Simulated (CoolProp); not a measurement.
Saturation properties of cyclohexane (Tc = 280.5 °C, pc = 40.81 bar, ω = 0.209).

Computed with CoolProp (reference Helmholtz-energy equation of state, Zhou 2014).

| T (°C) | p (bar) | enthalpy of vaporisation (kJ/kg) | liquid cp (kJ/(kg K)) | vapour Z | surface tension (mN/m) |
|---|---|---|---|---|---|
| 71.25 | 0.7554 | 362.8 | 2.081 | 0.9697 | ___ |
| 81.75 | 1.045 | 355.7 | 2.133 | 0.9617 | ___ |
| 92.25 | 1.415 | 348.4 | 2.186 | 0.9525 | 16.6 |
| 102.75 | 1.879 | 340.8 | 2.240 | 0.9419 | ___ |
| 113.35 | 2.457 | 333.0 | 2.296 | ___ | 14.3 |
| 123.85 | 3.153 | 324.9 | 2.354 | 0.9164 | 13.2 |
| 134.35 | 3.989 | 316.4 | ___ | 0.9014 | 12.1 |
| 144.85 | 4.982 | 307.6 | 2.475 | 0.8848 | 11.0 |
| 155.35 | 6.147 | 298.2 | 2.540 | 0.8665 | 9.91 |
| 165.95 | 7.517 | 288.2 | 2.610 | 0.8461 | 8.86 |
| 176.45 | 9.084 | 277.7 | 2.684 | 0.8240 | 7.85 |
| 186.95 | 10.88 | 266.3 | 2.763 | 0.7997 | 6.86 |
| 197.45 | 12.92 | 254.1 | 2.851 | 0.7730 | 5.91 |
| 207.95 | 15.23 | ___ | 2.949 | 0.7436 | 4.98 |

Fill in the missing entries.


- 71.25, surface tension (mN/m): 19.0
- 81.75, surface tension (mN/m): 17.8
- 102.75, surface tension (mN/m): 15.4
- 113.35, vapour Z: 0.9298
- 134.35, liquid cp (kJ/(kg K)): 2.413
- 207.95, enthalpy of vaporisation (kJ/kg): 240.8

It boils at 80.7 °C under 1 atm.

Surface tension comes from a separate correlation (Mulero 2012).
